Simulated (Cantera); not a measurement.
**Equilibrium for halide evaporation, hydrolysis and transport: NaCl + H₂O + H₂**

Charge: 1 mol NaCl, 0.55 mol H₂O, 0.82 mol H₂, at 977 °C and 0.0100 bar.

Method: chemical equilibrium by Gibbs-energy minimisation in Cantera with the NASA 1993 tables (ideal gas, pure condensed phases). Candidate condensed phases: H₂O, Na, NaCl, NaOH, NaO₂, Na₂O, Na₂O₂; 23 gas species. Kinetics and transport are ignored.

```
Quantity                               Result
----------------------------------  ---------
x(H₂)                                   0.365
x(NaCl)                                 0.327
x(H₂O)                                  0.245
x(Na₂Cl₂)                              0.0591
x(HCl)                                0.00171
x(Na)                                 0.00154
x(NaOH)                              0.000170
x(H)                                  2.92e-6
gas amount                          2.239 mol
log10 activity of NaOH(l) (absent)      -3.38
log10 activity of Na(l) (absent)        -5.10
```
